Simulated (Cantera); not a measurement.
A closed system holds: 1 mol Pb, 2.3 mol CO, 12 mol H₂, equilibrated at 1 atm.

Equilibrium computed with Cantera from the NASA thermochemical tables; the gas is ideal and each condensed phase is pure. Candidate condensed phases: C, C₆H₆, C₇H₈, C₈H₁₈, H₂O, Pb, PbO, PbO₂, Pb₃O₄; 113 gas species. Equilibrium is a limit: real reactors are often held back by kinetics, nucleation or transport.

x: gas mole fraction; n: condensed amount in mol.

```csv
T (°C),x H₂,x CH₄,x H₂O,x CO,x CO₂,x Pb,n Pb(l)
452,0.530,0.235,0.234,0.000364,0.00121,3.33e-9,1.00
502,0.550,0.224,0.217,0.00308,0.00615,2.46e-8,1.00
552,0.597,0.194,0.179,0.0140,0.0150,1.42e-7,1.000
602,0.659,0.151,0.131,0.0381,0.0200,6.65e-7,1.000
652,0.718,0.105,0.0875,0.0718,0.0177,2.64e-6,1.000
702,0.764,(withheld),(withheld),(withheld),(withheld),(withheld),1.000
752,0.794,0.0393,0.0325,0.127,0.00677,2.75e-5,1.000
802,0.812,0.0230,0.0193,0.142,0.00363,7.49e-5,0.999
852,0.823,0.0136,0.0117,0.150,0.00193,0.000187,0.997
902,0.829,(withheld),(withheld),0.154,(withheld),(withheld),0.994
952,0.832,0.00519,0.00460,0.157,0.000590,0.000922,0.987
1002,0.833,0.00336,0.00302,0.158,0.000344,0.00186,0.974
```

### Question
What belongs in the gaps?

### Answer

- 902, x CH₄: 0.00828
- 902, x H₂O: 0.00723
- 902, x CO₂: 0.00105
- 902, x Pb: 0.000430
- 702, x CH₄: 0.0662
- 702, x H₂O: 0.0543
- 702, x CO: 0.104
- 702, x CO₂: 0.0118
- 702, x Pb: 9.05e-6
